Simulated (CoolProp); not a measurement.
The fluid at 298.15 K and 0.0822 MPa (gas) is heated at constant pressure to 370.6 K. The same conditions are run with several fluids, on thermodynamics alone (safety and materials aside).

Computed with CoolProp (reference Helmholtz-energy equation of state of each fluid (R245ca: Zhou 2016; R1224YDZ: Akasaka 2023; hydrogen sulfide: Lemmon 2006; isobutene: Lemmon 2005; sulfur dioxide: Gao 2016)).

```json
[
 {"fluid": "R245ca", "heat (kJ/kg)": "70.8", "final density (kg/m³)": "3.63"},
 {"fluid": "R1224YDZ", "heat (kJ/kg)": "60.6", "final density (kg/m³)": "4.02"},
 {"fluid": "hydrogen sulfide", "heat (kJ/kg)": "74.0", "final density (kg/m³)": "0.912"},
 {"fluid": "isobutene", "heat (kJ/kg)": "127", "final density (kg/m³)": "1.51"},
 {"fluid": "sulfur dioxide", "heat (kJ/kg)": "47.5", "final density (kg/m³)": "1.72"}
]
```
